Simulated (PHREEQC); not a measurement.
Dissolve 0.093 mol CuCl2 and 0.0015 mol H2SO4 per kg of water at 25 °C. Closed to the air; pH follows from the charge balance.

Computed with PHREEQC (ion-association model, phreeqc.dat).

Each row changes one thing in this solution. Precipitation was switched off in this run.

```
case                                                pH  ionic strength (mol/kgw)  SO4-2 (mol/kgw)  HSO4- (mol/kgw)
------------------------------------------------  ----  ------------------------  ---------------  ---------------
as made                                           2.63                     0.256         0.000642          5.24e-5
CuCl2 left out                                    2.59                   0.00399          0.00125         0.000255
temperature from 25 to 45 °C                      2.64                     0.232         0.000641          8.27e-5
H2SO4 replaced by Na2SO4 at the same molality     4.27                     0.256         0.000664          1.24e-6
CuCl2 replaced by (CH3)4NCl at the same molality  2.63                    0.0972          0.00135         0.000149
temperature from 25 to 10 °C                      2.63                     0.268         0.000655          3.99e-5
H2SO4 from 0.0015 to 0.003 mol/kgw                2.34                     0.257          0.00125         0.000200
```

Constants without temperature data keep their 25 °C values here.
